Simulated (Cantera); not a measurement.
An isothermal, constant-pressure homogeneous reactor starts with 3.68 % C₂H₆, 95.7 % N₂, 0.626 % H₂O, at 1850 K and 75.0 Torr.

Model: GRI-Mech 3.0 (53 species, 325 reactions), integrated in Cantera. GRI-Mech 3.0 stops at C3 and has no aromatics, soot or wall deposition, so with more carbon than oxygen in the feed, carbon stays in small species such as C2H2 where larger ones or solid carbon would form.

One state of this run: x C₂H₆ = 2.98e-7; x C₂H₄ = 1.88e-5; x C₂H = 1.84e-6; x H = 0.000345; x C₂H₂ = 0.0329. x: mole fraction; the columns are a selection and need not sum to one.

Which value of t (s) does it belong to?
(A) 5.02e-5
(B) 0.159
(C) 0.00632
(D) 0.0317

D, 0.0317
